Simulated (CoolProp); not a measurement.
R152A at 293.15 K and 2.45 MPa flows at 20 m/s in a round tube of 10 mm bore and 45 µm roughness, fully developed (64/Re and Nu = 3.66 if laminar; Colebrook and Gnielinski if turbulent). Each further row changes one setting.

Model: reference Helmholtz-energy equation of state, Outcalt 1996, in CoolProp. It is a modified Benedict-Webb-Rubin equation, recast in Helmholtz form.

```csv
case,Reynolds number,Darcy friction factor,pressure drop (Pa/m),heat-transfer coefficient (W/(m² K)),mass flow (kg/h)
as stated,1040000,0.0295,542000,65400,5190
velocity 40 m/s,2080000,0.0295,2170000,131000,10400
diameter 20 mm,2080000,0.0243,223000,56100,20800
```

Viscosity comes from a separate model (Bell 2016), an estimate that may be off by 10 % or more. Thermal conductivity comes from a separate model (Krauss 1996).
